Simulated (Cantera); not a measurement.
An isothermal, constant-pressure homogeneous reactor starts with 41.3 % H2, 27.5 % O2, 22.6 % N2, 8.54 % H2O, at 825 K and 0.987 atm.

Computed with Cantera and the H2/O2 subset of GRI-Mech 3.0, which has no nitrogen chemistry. Below about 950 K walls govern HO2 and H2O2 in real vessels. The temperature is held fixed by assumption; the heat of reaction is taken as removed at once.

### Question
Predict: x(H2) at 70.0 s; x(O2) at 70.0 s; x(H2O2) at 70.0 s; x(HO2) at 70.0 s; x(H) at 70.0 s; x(OH) at 70.0 s.

### Answer
- x(H2) at 70.0 s: 0.0439 (gas-phase equilibrium <1e-12)
- x(O2) at 70.0 s: 0.107 (gas-phase equilibrium 0.0868)
- x(H2O2) at 70.0 s: 0.000338 (gas-phase equilibrium 3.48e-11)
- x(HO2) at 70.0 s: 9.98e-6 (gas-phase equilibrium 4.05e-11)
- x(H) at 70.0 s: 1.96e-9 (gas-phase equilibrium <1e-12)
- x(OH) at 70.0 s: 4.33e-9 (gas-phase equilibrium 3.68e-9)
